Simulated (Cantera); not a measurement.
An adiabatic, constant-pressure homogeneous reactor starts with H2 : O2 : N2 = 1 : 0.333 : 1.3 (molar parts), equivalence ratio 1.5, at 1425 K and 1130 Torr. Integrator tolerance rtol = 1e-08.

Cantera simulation using the H2/O2 subset of GRI-Mech 3.0, which has no nitrogen chemistry; the numbers are that mechanism's predictions, not measurements.

```tsv
quantity	before	after
time of steepest temperature rise	12.0 µs	1.78 µs
temperature at 0.200 s	2857 K	3012 K
equilibrium temperature	2857 K	3012 K
x(H2) at 0.200 s	0.140 (gas-phase equilibrium 0.140)	0.142 (gas-phase equilibrium 0.142)
x(O2) at 0.200 s	0.00170 (gas-phase equilibrium 0.00170)	0.000581 (gas-phase equilibrium 0.000581)
x(H2O2) at 0.200 s	1.81e-7 (gas-phase equilibrium 1.81e-7)	4.34e-7 (gas-phase equilibrium 4.34e-7)
x(H2O) at 0.200 s	0.259 (gas-phase equilibrium 0.259)	0.273 (gas-phase equilibrium 0.273)
x(HO2) at 0.200 s	1.55e-6 (gas-phase equilibrium 1.55e-6)	1.67e-6 (gas-phase equilibrium 1.67e-6)
x(H) at 0.200 s	0.0307 (gas-phase equilibrium 0.0307)	0.0166 (gas-phase equilibrium 0.0166)
```

Problem. Which change was made?
A) pressure from 1130 Torr to 7500 Torr
B) initial temperature 1425 to 975 K
C) pressure from 1130 Torr to 218 Torr
D) pressure from 1130 Torr to 10500 Torr

Solution. D, pressure from 1130 Torr to 10500 Torr
